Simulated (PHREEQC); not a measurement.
# Leach liquor: speciation

Solution (90 °C): 0.03 mol/kgw HCl, 0.00011 mol/kgw Al2(SO4)3 and 0.04 mol/kgw Fe2(SO4)3. Closed to the air; pH follows from the charge balance.

Equilibrium calculation in PHREEQC: ion-association model, phreeqc.dat.

Each row changes one thing in this solution. No solid was allowed to form.

```tsv
case	pH	ionic strength (mol/kgw)	HSO4- (mol/kgw)	SO4-2 (mol/kgw)	Al(SO4)2- (mol/kgw)	Al+3 (mol/kgw)	SI of Gibbsite (Al(OH)3)
as made	2.06	0.185	0.0360	0.0216	3.48e-5	2.94e-5	-4.45
Fe2(SO4)3 replaced by MnSO4 at the same molality	2.04	0.100	0.0186	0.00876	1.80e-5	4.52e-5	-4.20
temperature from 90 to 55 °C	1.99	0.142	0.0183	0.0214	3.72e-5	2.75e-5	-6.03
temperature from 90 to 85 °C	2.05	0.175	0.0324	0.0215	3.54e-5	2.87e-5	-4.66
Al2(SO4)3 from 0.00011 to 9.9e-05 mol/kgw	2.06	0.185	0.0360	0.0216	3.14e-5	2.64e-5	-4.50
temperature from 90 to 60 °C	2.00	0.145	0.0199	0.0213	3.70e-5	2.74e-5	-5.78
0.0021 mol/kgw Na2SO4 added	2.07	0.188	0.0364	0.0227	3.62e-5	2.84e-5	-4.43
```

Some of these states are supersaturated (in Hematite (slow to form), Goethite (slow to form), for instance). At this temperature some constants are extrapolated from 25 °C, and those without enthalpy data are left unchanged.
